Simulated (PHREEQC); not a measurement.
Consider water at 20 °C with 0.056 mol/kgw HF, 0.013 mol/kgw NaF and 0.00014 mol/kgw (NH4)2SiF6. Closed to the air; pH follows from the charge balance.

Computed with PHREEQC (ion-association model, phreeqc.dat).

Precipitation was switched off in this run.

Problem. Order these F species by the share of F that they hold, largest first: SiF6-2, F-, HF, HF2-, NaF.

Solution. HF (72 %), F- (20 %), HF2- (7.3 %), SiF6-2 (1.2 %), NaF (0.11 %)

The pH is 2.52 and the ionic strength 0.0167 mol/kgw. SiF6-2 is the database's only silicon fluoride.
